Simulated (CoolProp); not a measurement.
Vapour-liquid equilibrium of acetone (1) + ethanol (2) at 299.8 K; x and y are mole fractions of (1).

Computed with CoolProp (multi-fluid Helmholtz-energy mixture model, Lemmon 2006 and Schroeder 2014; pair parameters Bell 2016).

Q: Give the bubble pressure and the first vapour's composition at x = 0.65, 0.725, 0.8. Is there an azeotrope?

A: x = 0.65: 0.2752 bar, y = 0.846; x = 0.725: 0.2871 bar, y = 0.875; x = 0.8: 0.2988 bar, y = 0.905. No azeotrope shows between x = 0.05 and 0.95.

Pair parameters are fitted to limited data, so mixtures are less certain than the pure fluids.
